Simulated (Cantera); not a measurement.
Input (Python, Cantera) and output of one run.

```python
import numpy as np
import cantera as ct

gas_names = """
    AL ALCL ALCL2 ALCL3 ALH ALO ALOCL ALOH ALO2 ALO2H AL2 AL2CL6 AL2O AL2O2 CL CLO CL2 H HALO HCL HOCL
    HO2 H2 H2O H2O2 O OH O2 O3
""".split()
cond_names = """
    AL(cr) AL(L) ALCL3(s) ALCL3(L) AL2O3(a) AL2O3(L) H2O(s) H2O(L)
""".split()


# ... load() reads the species with a 1 bar reference pressure and builds the phases ...
atoms = {
    'AlCl3': {'AL': 1, 'CL': 3},
    'O2': {'O': 2},
    'H2': {'H': 2},
}
top_T = {}  # K; cautious upper limits of use, not melting points


# ... equilibrate(T, P, feed) seeds the gas with the atoms and calls Mixture.equilibrate('TP', solver="vcs", rtol=1e-11, max_steps=5000) ...
results = []
feed = {'AlCl3': 1, 'O2': 0.79, 'H2': 1}  # mol
P = 17  # Pa
for T in [675, 875, 1075, 1275, 1475, 1675, 1875, 2075]:
    mix = equilibrate(T, P, feed)
    results.append((T, P, feed, dict(zip(mix.species_names, mix.species_moles))))

top = {s: max(r[3][s] / sum(r[3][g] for g in gas_names) for r in results) for s in gas_names}
cols = sorted((s for s in top if top[s] > 1e-05), key=lambda s: -top[s])[:8]
seen = [c for c in cond_names if any(r[3].get(c, 0) > 1e-12 for r in results)]
print("log10 of partial pressures in bar; condensed amounts in mol")
print(f"{'T/K':>10s}" + "".join(f"{s[:9]:>10s}" for s in cols + seen))
for T, P, feed, n in results:
    ng = sum(n[g] for g in gas_names)
    print(f"{T:10.4g}" + "".join(f"{np.log10(max(n[s] / ng * P / 1e5, 1e-99)):10.3f}" for s in cols)
          + "".join(f"{n.get(c, 0):10.4g}" for c in seen))
```

Result:

```
log10 of partial pressures in bar; condensed amounts in mol
       T/K       HCL        CL       CL2         H        H2       H2O        O2        OH  AL2O3(a)
       675    -3.894    -8.732    -4.424   -23.515   -18.617    -5.413    -6.110   -14.583       0.5
       875    -3.878    -6.570    -4.467   -17.911   -15.223    -6.136    -5.635   -11.959       0.5
      1075    -3.882    -5.218    -4.522   -14.375   -13.083    -6.726    -5.596   -10.440       0.5
      1275    -3.921    -4.455    -4.900   -11.802   -11.340    -6.897    -5.630    -9.294    0.4999
      1475    -3.953    -4.262    -5.908    -9.556    -9.339    -6.316    -5.697    -8.116    0.4999
      1675    -3.970    -4.227    -6.905    -7.721    -7.571    -5.717    -5.915    -7.182       0.5
      1875    -3.995    -4.196    -7.686    -6.287    -6.206    -5.469    -6.480    -6.658    0.4998
      2075    -4.092    -4.133    -8.242    -5.240    -5.331    -5.464    -6.871    -6.315    0.4954
```

Equilibrium computed with Cantera from the NASA thermochemical tables; the gas is ideal and each condensed phase is pure. The tables' values for AlCl2 are old estimates; treat these amounts as uncertain. Condensed phases not in the tables: AlOCl.
